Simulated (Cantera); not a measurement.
What does this Cantera script print?

```python
import numpy as np
import cantera as ct

gas = ct.Solution("h2o2.yaml")
gas.TPX = 625, 101325, {'H2': 1, 'O2': 0.455, 'N2': 1.55}
flame = ct.FreeFlame(gas, width=0.04)
flame.set_refine_criteria(ratio=3, slope=0.08, curve=0.16)
flame.transport_model = "mixture-averaged"
flame.solve(loglevel=0, auto=True)
flame.transport_model = "multicomponent"
flame.soret_enabled = True
flame.solve(loglevel=0, refine_grid=True)
z, T = flame.grid, flame.T
thick = (T[-1] - T[0]) / np.gradient(T, z).max()
show = ['H2', 'O2', 'HO2', 'H2O2', 'OH', 'H']
print(f"laminar burning velocity  {flame.velocity[0] * 100:.3f} cm/s")
print(f"burnt temperature         {T[-1]:.1f} K")
print(f"thermal thickness         {thick * 1e3:.4f} mm")
print(f"grid points               {len(z)}")
z0 = z[flame.heat_release_rate.argmax()]
print(f"{'z/mm':>9s}{'T/K':>9s}{'u/(m/s)':>9s}" + "".join(f"{s:>11s}" for s in show))
rows = []
for k in (-3, -2, -1.5, -1, -0.5, -0.25, 0, 0.25, 0.5, 1, 2, 4, 8):
    zz = z0 + k * thick
    rows.append([k * thick, np.interp(zz, z, T), np.interp(zz, z, flame.velocity),
                 *(np.interp(zz, z, flame.X[gas.species_index(s)]) for s in show)])
    print(f"{rows[-1][0] * 1e3:9.3f}{rows[-1][1]:9.1f}{rows[-1][2]:9.3f}" + "".join(f"{x:11.3e}" for x in rows[-1][3:]))
```

It prints:

```
laminar burning velocity  863.776 cm/s
burnt temperature         2614.9 K
thermal thickness         0.4498 mm
grid points               134
     z/mm      T/K  u/(m/s)         H2         O2        HO2       H2O2         OH          H
   -1.349    625.0    8.638  3.328e-01  1.514e-01  1.791e-13  3.835e-16  1.179e-18  5.049e-17
   -0.900    625.0    8.638  3.328e-01  1.514e-01  2.797e-11  6.631e-15  1.784e-15  3.008e-13
   -0.675    625.0    8.638  3.328e-01  1.514e-01  1.428e-09  3.618e-13  1.359e-13  3.416e-11
   -0.450    625.0    8.637  3.327e-01  1.514e-01  3.876e-07  2.359e-10  1.272e-10  4.204e-08
   -0.225    636.5    8.725  3.262e-01  1.524e-01  2.161e-04  2.311e-06  4.378e-05  1.766e-04
   -0.112    827.8   11.027  2.890e-01  1.488e-01  2.022e-04  1.166e-05  8.125e-04  6.932e-03
    0.000   1291.0   16.661  1.692e-01  9.975e-02  8.643e-05  5.090e-06  4.904e-03  4.806e-02
    0.112   1614.0   20.624  7.844e-02  3.941e-02  3.129e-05  2.652e-06  1.265e-02  7.377e-02
    0.225   1763.9   22.388  6.531e-02  2.635e-02  1.854e-05  1.562e-06  1.641e-02  6.885e-02
    0.450   1928.0   24.223  6.496e-02  2.170e-02  1.276e-05  8.390e-07  1.928e-02  5.570e-02
    0.900   2099.5   26.059  6.411e-02  1.790e-02  8.676e-06  4.778e-07  2.101e-02  4.182e-02
    1.799   2267.6   27.787  6.096e-02  1.400e-02  5.698e-06  3.118e-07  2.117e-02  2.936e-02
    3.598   2417.5   29.272  5.607e-02  1.030e-02  3.833e-06  2.410e-07  1.964e-02  1.950e-02
```

Computed with Cantera and the H2/O2 subset of GRI-Mech 3.0, which has no nitrogen chemistry. Burning velocities carry a grid error of a few per cent, more on coarse grids.
